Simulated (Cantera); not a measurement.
A perfectly stirred reactor is fed with CO : H₂ : O₂ : N₂ = 1 : 1 : 1.25 : 4.7 (molar parts), equivalence ratio 0.80, at 2.66 atm; it is adiabatic with a 550 K inlet, and is followed from long to short residence time, starting on the burning branch (τ in s: 0.061, 0.026, 0.011, 0.0046, 0.0019, 0.00082, 0.00035, 0.00015, 6.2e-05, 2.6e-05).

Computed with Cantera and GRI-Mech 3.0 (53 species, 325 reactions). The hydrogen kinetics of GRI-Mech 3.0 are dated; newer H2 mechanisms differ, most at raised pressure.

### Question
What does this change do: inlet temperature 550 to 625 K?

### Answer
```json
[
 {"quantity": "blow-out, bracketed by the residence times tried", "before": "burning at 26.0 µs, the shortest tried", "after": "burning at 26.0 µs, the shortest tried"},
 {"quantity": "x(CO) at τ = 61.0 ms", "before": "0.00835", "after": "0.0102"},
 {"quantity": "x(H₂) at τ = 61.0 ms", "before": "0.00147", "after": "0.00177"},
 {"quantity": "x(O₂) at τ = 61.0 ms", "before": "0.0362", "after": "0.0365"},
 {"quantity": "x(NO) at τ = 61.0 ms", "before": "0.00512", "after": "0.00606"},
 {"quantity": "x(H₂O) at τ = 61.0 ms", "before": "0.138", "after": "0.137"},
 {"quantity": "x(CO) at τ = 0.820 ms", "before": "0.0208", "after": "0.0219"},
 {"quantity": "x(H₂) at τ = 0.820 ms", "before": "0.00390", "after": "0.00405"},
 {"quantity": "x(O₂) at τ = 0.820 ms", "before": "0.0442", "after": "0.0445"},
 {"quantity": "x(NO) at τ = 0.820 ms", "before": "0.000319", "after": "0.000443"},
 {"quantity": "x(H₂O) at τ = 0.820 ms", "before": "0.132", "after": "0.131"}
]
```
